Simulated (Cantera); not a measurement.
A perfectly stirred reactor is fed with 24.9 % CH₄, 74.7 % N₂, 0.448 % H₂O, at 0.000257 atm; it is held at 1975 K, and followed from long to short residence time.

Computed with Cantera and GRI-Mech 3.0 (53 species, 325 reactions). GRI-Mech 3.0 stops at C3 and has no aromatics, soot or wall deposition, so with more carbon than oxygen in the feed, carbon stays in small species such as C2H2 where larger ones or solid carbon would form. Radical loss at walls, strong at low pressure, is not modelled.

### Question
Predict: x(CH₄) at τ = 0.720 s; x(C₂H₄) at τ = 0.720 s; x(C₂H₆) at τ = 0.720 s; x(C₂H) at τ = 0.720 s; x(HCN) at τ = 0.720 s; x(CH₄) at τ = 10.0 ms; x(C₂H₄) at τ = 10.0 ms; x(C₂H₆) at τ = 10.0 ms.

### Answer
- x(CH₄) at τ = 0.720 s: 0.106
- x(C₂H₄) at τ = 0.720 s: 0.00408
- x(C₂H₆) at τ = 0.720 s: 9.95e-6
- x(C₂H) at τ = 0.720 s: 3.51e-6
- x(HCN) at τ = 0.720 s: 3.36e-6
- x(CH₄) at τ = 10.0 ms: 0.248
- x(C₂H₄) at τ = 10.0 ms: 6.54e-6
- x(C₂H₆) at τ = 10.0 ms: 2.13e-8
